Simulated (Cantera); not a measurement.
An adiabatic, constant-volume homogeneous reactor starts with CH₄ : C₂H₆ : C₃H₈ : O₂ : N₂ = 1 : 0.034 : 0.038 : 1.44 : 8.08 (molar parts), at 1050 K and 1.00 bar. Integrator tolerance rtol = 1e-08.

Detailed kinetics in Cantera: GRI-Mech 3.0 (53 species, 325 reactions).

Question: What does this change do: constant pressure in place of constant volume?

Answer: 
```
quantity                                                              before                                      after
---------------------------------  -----------------------------------------  -----------------------------------------
time of steepest temperature rise                                    0.222 s                                    0.232 s
temperature at 2.00 s                                                 2428 K                                     2136 K
equilibrium temperature                                               2428 K                                     2136 K
x(CH₄) at 2.00 s                   6.21e-12 (gas-phase equilibrium 7.01e-12)  4.62e-12 (gas-phase equilibrium 5.25e-12)
x(C₂H₆) at 2.00 s                      <1e-12 (gas-phase equilibrium <1e-12)      <1e-12 (gas-phase equilibrium <1e-12)
x(C₃H₈) at 2.00 s                      <1e-12 (gas-phase equilibrium <1e-12)      <1e-12 (gas-phase equilibrium <1e-12)
x(HCO) at 2.00 s                     9.67e-8 (gas-phase equilibrium 9.67e-8)    2.17e-8 (gas-phase equilibrium 2.17e-8)
x(N₂O) at 2.00 s                     1.58e-8 (gas-phase equilibrium 1.58e-8)    1.50e-9 (gas-phase equilibrium 1.50e-9)
```
